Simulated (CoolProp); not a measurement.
A simple Rankine cycle with dimethyl carbonate: condensing at 317.15 K, boiler at 2.18 MPa, turbine inlet 599 K, turbine efficiency 0.6, pump efficiency 0.7, no recuperator. Each further row changes one setting.

Computed with CoolProp (reference Helmholtz-energy equation of state, Zhou 2011).

```csv
case,thermal efficiency (%),net work (kJ/kg),heat in (kJ/kg),turbine exit temperature (K),volume ratio over the turbine
as stated,[?],131,821,509.7,[?]
condensing temperature 309.15 K,16.8,140,[?],[?],169
boiler pressure 1.53 MPa,[?],125,830,[?],80.8
turbine efficiency 0.5,[?],109,821,[?],122
```

Problem. What belongs in the gaps?

Solution. 
- as stated, thermal efficiency (%): 16.0
- as stated, volume ratio over the turbine: 118
- condensing temperature 309.15 K, heat in (kJ/kg): 836
- condensing temperature 309.15 K, turbine exit temperature (K): 504.3
- boiler pressure 1.53 MPa, thermal efficiency (%): 15.1
- boiler pressure 1.53 MPa, turbine exit temperature (K): 518.5
- turbine efficiency 0.5, thermal efficiency (%): 13.3
- turbine efficiency 0.5, turbine exit temperature (K): 522.9
